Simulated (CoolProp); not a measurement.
Vapour-liquid equilibrium of p-xylene (1) + n-nonane (2) at 338.5 K; x and y are mole fractions of (1).

Computed with CoolProp (multi-fluid Helmholtz-energy mixture model, Zhou 2012 and Lemmon 2006; pair parameters Bell 2016).

```tsv
x	bubble pressure, mixture model (MPa)	bubble pressure, Raoult's law (MPa)	y, mixture model	y, Raoult's law
0.05	0.005338	0.005292	0.089	0.082
0.2	0.005948	0.005823	0.307	0.297
0.35	0.006497	0.006354	0.479	0.477
0.5	0.007012	0.006885	0.624	0.628
0.65	0.007509	0.007415	0.751	0.759
0.8	0.007999	0.007946	0.865	0.871
0.95	0.008490	0.008477	0.968	0.970
```

The largest gap from Raoult's law is +2.3 % in bubble pressure, at x = 0.35. No azeotrope shows between x = 0.05 and 0.95.

Pair parameters are fitted to limited data, so mixtures are less certain than the pure fluids.
